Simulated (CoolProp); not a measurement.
Water at 410.09 K and 0.0168 MPa flows at 1.1 m/s in a round tube of 12.7 mm bore and 15 µm roughness, fully developed (64/Re and Nu = 3.66 if laminar; Colebrook and Gnielinski if turbulent). Each further row changes one setting.

The numbers come from the reference Helmholtz-energy equation of state, Wagner 2002 in CoolProp.

| case | Reynolds number | Darcy friction factor | pressure drop (Pa/m) | heat-transfer coefficient (W/(m² K)) | mass flow (kg/h) |
|---|---|---|---|---|---|
| as stated | (withheld) | (withheld) | 3.00 | 7.89 | (withheld) |
| velocity 2.2 m/s | 181 | 0.354 | 5.99 | 7.89 | (withheld) |
| diameter 25.4 mm | 181 | 0.354 | (withheld) | (withheld) | (withheld) |

What belongs in the gaps?


- as stated, Reynolds number: 90.4
- as stated, Darcy friction factor: 0.708
- as stated, mass flow (kg/h): 0.0446
- velocity 2.2 m/s, mass flow (kg/h): 0.0892
- diameter 25.4 mm, pressure drop (Pa/m): 0.749
- diameter 25.4 mm, heat-transfer coefficient (W/(m² K)): 3.94
- diameter 25.4 mm, mass flow (kg/h): 0.178

Viscosity comes from a separate model (Huber 2009). Thermal conductivity comes from a separate model (Huber 2012).
